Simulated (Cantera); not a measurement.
A closed system holds: 1 mol SiF₄, 2.3 mol N₂, at 0.000260 bar.

These are equilibrium values from Cantera (NASA tables, ideal gas, pure condensed phases), not measurements of a reactor. Candidate condensed phases: Si, Si₃N₄; 16 gas species. The tables' values for SiF₃, SiF₂ are old estimates; treat these amounts as uncertain. Rates play no part.

x: gas mole fraction; nothing condenses.

| T (K) | x N₂ | x SiF₄ | x F | x SiF₃ | x SiF₂ | x N |
|---|---|---|---|---|---|---|
| 1823 | 0.696 | 0.302 | 0.00102 | 0.00101 | 1.22e-6 | 2.84e-9 |
| 1848 | 0.696 | 0.301 | 0.00133 | 0.00133 | 2.03e-6 | 4.35e-9 |
| 1873 | 0.696 | 0.301 | (withheld) | 0.00173 | 3.35e-6 | (withheld) |
| 1898 | 0.695 | 0.300 | (withheld) | 0.00223 | 5.44e-6 | (withheld) |
| 1923 | 0.695 | 0.299 | 0.00288 | 0.00286 | 8.73e-6 | 1.47e-8 |
| 1948 | 0.694 | 0.298 | 0.00367 | 0.00364 | 1.38e-5 | 2.16e-8 |
| 1973 | 0.694 | 0.297 | 0.00465 | 0.00461 | 2.16e-5 | 3.14e-8 |
| 1998 | 0.693 | 0.295 | 0.00585 | 0.00579 | 3.35e-5 | 4.52e-8 |

Question: Fill in the missing entries.

Answer: 
- 1873, x F: 0.00174
- 1873, x N: 6.60e-9
- 1898, x F: 0.00224
- 1898, x N: 9.90e-9
